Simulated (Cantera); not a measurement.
Charge: 1 mol SiC, 0.13 mol N₂O, 47 mol N₂, equilibrated at 1675 K.

Cantera equilibrium calculation (NASA polynomials, part measured and part estimated; ideal gas, pure solids and liquids). Candidate condensed phases: C, Si, SiC, SiO₂, Si₂N₂O, Si₃N₄; 34 gas species. Mutual solubility and eutectic melting of coexisting phases are not modelled. Kinetics and transport are ignored.

Problem. What share of the Si ends up in condensed phases as a function of P (Pa), at 0.100, 1, 10, 100, 1000, 10000, 100000, 1000000?

Solution. 
| P (Pa) | Si condensed (%) | as |
|---|---|---|
| 0.100 | 71.7 | SiC(s) |
| 1 | 87.7 | SiC(s) |
| 10 | 91.7 | SiC(s) |
| 100 | 93.3 | SiC(s) |
| 1000 | 93.5 | SiC(s) |
| 10000 | 99.6 | SiC(s) + Si₂N₂O(s) |
| 100000 | 100.0 | Si₂N₂O(s) + Si₃N₄(s) |
| 1000000 | 100.0 | Si₂N₂O(s) + Si₃N₄(s) |
